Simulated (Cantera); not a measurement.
An adiabatic, constant-volume homogeneous reactor starts with 3.12 % CH₄, 0.468 % H₂, 20.2 % O₂, 76.2 % N₂, equivalence ratio 0.32, at 1523 K and 5.00 bar.

Cantera simulation using GRI-Mech 3.0 (53 species, 325 reactions); the numbers are that mechanism's predictions, not measurements.

One state of this run: T (K) = 2343; P (bar) = 7.69; x CH₄ = <1e-12; x H₂ = 0.000173; x O₂ = 0.130; x HO₂ = 8.68e-6; x CH₂O = <1e-12. x: mole fraction; the columns are a selection and need not sum to one.

Problem. Which value of t (s) does it belong to?
(A) 4.38e-5
(B) 0.000107
(C) 0.0560
(D) 7.33e-6

Solution. C, 0.0560
